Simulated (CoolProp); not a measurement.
Aqueous magnesium chloride as a coolant, at 32 °C, 1 atm.

Values from CoolProp's Melinder's fits for secondary coolants.

```
mass %  freezing point (°C)  Prandtl number  density (kg/m³)  conductivity (W/(m K))  cp (kJ/(kg K))
------  -------------------  --------------  ---------------  ----------------------  --------------
2.6                    -1.5            5.87              ___                   0.611           4.040
4.3                    -2.5            5.91             1030                   0.608           3.946
6.1                     ___            5.94              ___                   0.605             ___
7.9                    -5.6            6.12             1061                   0.601           3.744
9.6                    -7.7            6.44             1075                   0.598             ___
11.4                  -10.4            6.93             1091                   0.593           3.553
13.2                  -13.4            7.48             1107                   0.588           3.460
14.9                  -16.6            7.98              ___                   0.583           3.377
16.7                  -20.3             ___             1139                     ___           3.293
18.5                  -24.6            9.15             1155                   0.572           3.211
20.2                  -29.3            10.3             1172                   0.567           3.134
22                    -35.4            13.5             1190                   0.561           3.049
```

Fill in the missing entries.


- 2.6, density (kg/m³): 1016
- 6.1, freezing point (°C): -3.9
- 6.1, density (kg/m³): 1046
- 6.1, cp (kJ/(kg K)): 3.845
- 9.6, cp (kJ/(kg K)): 3.650
- 14.9, density (kg/m³): 1122
- 16.7, Prandtl number: 8.49
- 16.7, conductivity (W/(m K)): 0.578
